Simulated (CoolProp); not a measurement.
Values from CoolProp's reference Helmholtz-energy equation of state, Lemmon 2003. It is a pseudo-pure fit of the blend.

For R404A, give the phase and the density (kg/m³), cp (kJ/(kg K)) at 103.25 °C and 8 MPa; 103.25 °C and 12 MPa; 103.25 °C and 13.3 MPa.


- 103.25 °C and 8 MPa: supercritical; density 660, cp 2.14
- 103.25 °C and 12 MPa: supercritical; density 808, cp 1.67
- 103.25 °C and 13.3 MPa: supercritical; density 835, cp 1.61
